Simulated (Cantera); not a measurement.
Charge: 1 mol Si, 0.012 mol O2, 420 mol N2, 0.078 mol N2O, 1 mol Cl2, held at 1.00 bar.

These are equilibrium values from Cantera (NASA tables, ideal gas, pure condensed phases), not measurements of a reactor. Candidate condensed phases: Si, SiO2, Si2N2O, Si3N4; 23 gas species. Mutual solubility and eutectic melting of coexisting phases are not modelled. The numbers say what is thermodynamically allowed, not how fast it happens.

Problem. Which condensed phases are stable at each of these points (T (°C)): 1250, 1300, 1350, 1400, 1450, 1500, 1550, 1600?

Solution. 
```csv
T (°C),condensed phases,Si condensed (%)
1250,Si2N2O(s) + Si3N4(s),35.4
1300,Si2N2O(s) + Si3N4(s),27.7
1350,Si2N2O(s),20.3
1400,Si2N2O(s),19.3
1450,Si2N2O(s),14.0
1500,Si2N2O(s),2.5
1550,gas only,0.0
1600,gas only,0.0
```

From 1250 °C to 1300 °C the condensed part is Si2N2O(s) + Si3N4(s). From 1350 °C to 1500 °C the condensed part is Si2N2O(s). From 1550 °C to 1600 °C nothing is condensed.
